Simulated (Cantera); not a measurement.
**Premixed flame**

A freely propagating, adiabatic, planar premixed flame of CH4 : O2 : N2 = 1 : 2 : 7.52 (molar parts), unburnt at 500 K and 1130 Torr; mixture-averaged transport, grid criteria slope 0.08 and curve 0.16, no radiation.

Cantera simulation using GRI-Mech 3.0 (53 species, 325 reactions); the numbers are that mechanism's predictions, not measurements. Burning velocities carry a grid error of a few per cent, more on coarse grids.

| z (mm) | T (K) | u (m/s) | x CH4 | x O2 | x HO2 | x CH3 | x O | x CO |
|---|---|---|---|---|---|---|---|---|
| -0.790 | 500 | 0.812 | 0.0950 | 0.190 | 5.59e-8 | <1e-8 | <1e-8 | 2.30e-6 |
| -0.527 | 502 | 0.816 | 0.0947 | 0.190 | 6.89e-7 | 9.95e-8 | <1e-8 | 2.86e-5 |
| -0.395 | 509 | 0.830 | 0.0940 | 0.189 | 4.20e-6 | 5.59e-7 | <1e-8 | 0.000177 |
| -0.263 | 566 | 0.927 | 0.0899 | 0.184 | 3.47e-5 | 5.35e-6 | 3.52e-8 | 0.00150 |
| -0.132 | 959 | 1.59 | 0.0647 | 0.152 | 0.000158 | 0.000259 | 7.70e-6 | 0.0138 |
| -0.0658 | 1382 | 2.32 | 0.0359 | 0.110 | 0.000187 | 0.00165 | 0.000101 | 0.0306 |
| 0 | 1783 | 3.01 | 0.00845 | 0.0616 | 0.000110 | 0.00206 | 0.000786 | 0.0476 |
| 0.0658 | 1949 | 3.29 | 0.000556 | 0.0337 | 1.99e-5 | 0.000247 | 0.00261 | 0.0459 |
| 0.132 | 2000 | 3.36 | 1.84e-5 | 0.0245 | 9.20e-6 | 9.32e-6 | 0.00349 | 0.0373 |
| 0.263 | 2060 | 3.44 | 2.99e-8 | 0.0195 | 6.58e-6 | 1.74e-8 | 0.00329 | 0.0286 |
| 0.527 | 2132 | 3.55 | <1e-8 | 0.0163 | 4.59e-6 | <1e-8 | 0.00247 | 0.0239 |
| 1.05 | 2207 | 3.65 | <1e-8 | 0.0133 | 2.98e-6 | <1e-8 | 0.00161 | 0.0205 |
| 2.11 | 2270 | 3.74 | <1e-8 | 0.0106 | 1.93e-6 | <1e-8 | 0.000974 | 0.0169 |
x: mole fraction of selected species; z is measured from the peak of heat release.

```json
{
  "laminar_burning_velocity": "81.1 cm/s",
  "thermal_thickness": "0.263 mm",
  "peak x(HO2)": "0.000188",
  "peak x(CH3)": "0.00251",
  "peak x(O)": "0.00355",
  "peak x(CO)": "0.0493"
}
```
